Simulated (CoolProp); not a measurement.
CHF3 (R23) along the isotherm 33.25 °C: fugacity coefficient from the reference equation and from simpler models built on Tc = 26.1 °C, pc = 4832 kPa, ω = 0.263; each cubic takes its own stable root.

Computed with CoolProp (reference Helmholtz-energy equation of state, Penoncello 2003).

```tsv
p (kPa)	phase	reference	van der Waals	Redlich-Kwong	Soave-Redlich-Kwong	Peng-Robinson
2680	gas	0.8208	0.8457	0.8286	0.8307	0.8142
5370	supercritical	0.6435	0.6784	0.6560	0.6617	0.6375
8050	supercritical	0.4778	0.5216	0.4972	0.5050	0.4813
10700	supercritical	0.3902	0.4425	0.4137	0.4208	0.3972
13400	supercritical	0.3369	0.3963	0.3629	0.3695	0.3456
16100	supercritical	0.3021	0.3680	0.3301	0.3364	0.3118
18800	supercritical	0.2782	0.3504	0.3078	0.3139	0.2884
21500	supercritical	0.2610	0.3397	0.2922	0.2981	0.2717
24200	supercritical	0.2485	0.3339	0.2812	0.2870	0.2595
```
